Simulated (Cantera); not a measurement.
# Ammonia decomposition in nitride growth gas

A perfectly stirred reactor is fed with NH3 : H2 = 1 : 22 (molar parts), at 20.0 Torr; it is held at 2225 K, and followed from long to short residence time.

Detailed kinetics in Cantera: the gas-phase N/H chemistry of the illustrative SiF4/NH3 mechanism in the Surface Chemkin manual (1991). Walls and surfaces, which speed up NH3 decomposition in real reactors, are not modelled.

```tsv
τ (s)	x NH3	x H2	x N2H2	x NH	x H
6.6	8.73e-5	0.946	1.43e-9	8.41e-6	0.0339
1.9	0.000369	0.957	9.13e-9	1.54e-5	0.0227
0.56	0.00549	0.969	8.82e-8	2.12e-5	0.00699
0.16	0.0205	0.964	2.53e-7	2.49e-5	0.00391
0.048	0.0345	0.958	3.55e-7	2.51e-5	0.00301
0.014	0.0417	0.955	2.25e-7	1.65e-5	0.00221
0.0040	0.0433	0.956	2.42e-8	3.14e-6	0.000942
```
x: mole fraction; the columns are a selection and need not sum to one.
